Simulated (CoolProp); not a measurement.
CHF3 (R23) along the isobar 50.4 bar: density (kg/m³) from the reference equation and from simpler models built on Tc = 299.3 K, pc = 48.32 bar, ω = 0.263; each cubic takes its own stable root.

The numbers come from the reference Helmholtz-energy equation of state, Penoncello 2003 in CoolProp.

```
T (K)          phase  reference
-----  -------------  ---------
276.7         liquid       1050
287.6         liquid      953.0
298.5         liquid      768.1
309.4  supercritical      260.1
320.3  supercritical      211.7
331.2  supercritical      186.1
342.1  supercritical      168.9
353    supercritical      156.1
363.9  supercritical      145.8
374.8  supercritical      137.4
385.7  supercritical      130.2
396.6  supercritical      124.1
407.5  supercritical      118.6
418.4  supercritical      113.8
429.3  supercritical      109.4
440.2  supercritical      105.5
```

Problem. How far does each simpler model (van der Waals, Redlich-Kwong, Soave-Redlich-Kwong, Peng-Robinson) lie from the reference over these 16 states: mean and median of the absolute difference, and the worst?

Solution. 
- van der Waals: mean 9.8 %, median 3.5 %, worst -40.8 % at 276.7 K and 50.4 bar
- Redlich-Kwong: mean 5.8 %, median 1.9 %, worst -26.3 % at 298.5 K and 50.4 bar
- Soave-Redlich-Kwong: mean 6.4 %, median 2.6 %, worst -25.7 % at 298.5 K and 50.4 bar
- Peng-Robinson: mean 2.8 %, median 0.6 %, worst -18.1 % at 298.5 K and 50.4 bar
